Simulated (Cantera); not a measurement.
Charge: 1 mol C₂H₅OH, 0.078 mol CO₂, 0.44 mol H₂, equilibrated at 725 K and 1.00 bar.

Cantera equilibrium calculation (NASA polynomials, part measured and part estimated; ideal gas, pure solids and liquids). Candidate condensed phases: C, C₆H₆, C₇H₈, C₈H₁₈, H₂O; 110 gas species. Kinetics and transport are ignored.

Base state: CH₄ 0.357, H₂O 0.316, H₂ 0.264, CO₂ 0.0563, CO 0.00624 (mole fractions); condensed: C(graphite).

Q: What changes in the equilibrium state with this change: pressure from 1.00 bar to 1.80 bar?

A: 
| species | before | after |
|---|---|---|
| CH₄ | 0.357 | 0.399 |
| H₂O | 0.316 | 0.333 |
| H₂ | 0.264 | 0.208 |
| CO₂ | 0.0563 | 0.0560 |
| CO | 0.00624 | 0.00463 |
| C(graphite), mol | 0.963 | 0.897 |

Q: What changes in the equilibrium state with this change: temperature from 725 K to 1473.15 K?

A: 
```json
[
 {"species": "H₂", "before": "0.264", "after": "0.746"},
 {"species": "CO", "before": "0.00624", "after": "0.252"},
 {"species": "CH₄", "before": "0.357", "after": "0.00163"},
 {"species": "H₂O", "before": "0.316", "after": "0.000393"},
 {"species": "CO₂", "before": "0.0563", "after": "5.35e-5"},
 {"species": "H", "before": "<1e-9", "after": "1.09e-5"},
 {"species": "C(graphite), mol", "before": "0.963", "after": "0.916"}
]
```
